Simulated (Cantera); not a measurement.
Mixture: 7.07 % CH₄, 0.615 % CO, 18.7 % O₂, 70.5 % N₂, 3.04 % H₂O, at 47000 Pa, adiabatic and at constant pressure. Ignition delay is the time to a rise of 400 K.

Computed with Cantera and GRI-Mech 3.0 (53 species, 325 reactions).

Question: At T0 = 1475 K, what is the delay, and which 7 reactions control it most (d ln τ / d ln k, from doubling and halving each rate constant)?

Answer: The delay is 2.59 ms.
```json
[
 {"reaction": "CH3 + O2 <=> CH3O + O", "d ln τ / d ln k": "-0.47", "faster rate": "shortens it"},
 {"reaction": "H + O2 <=> O + OH", "d ln τ / d ln k": "-0.37", "faster rate": "shortens it"},
 {"reaction": "2 CH3 (+M) <=> C2H6 (+M)", "d ln τ / d ln k": "0.33", "faster rate": "lengthens it"},
 {"reaction": "CH4 + H <=> CH3 + H2", "d ln τ / d ln k": "0.28", "faster rate": "lengthens it"},
 {"reaction": "CH3 + O2 <=> CH2O + OH", "d ln τ / d ln k": "-0.17", "faster rate": "shortens it"},
 {"reaction": "CH3 + HO2 <=> CH3O + OH", "d ln τ / d ln k": "-0.15", "faster rate": "shortens it"},
 {"reaction": "2 CH3 <=> C2H5 + H", "d ln τ / d ln k": "-0.14", "faster rate": "shortens it"}
]
```
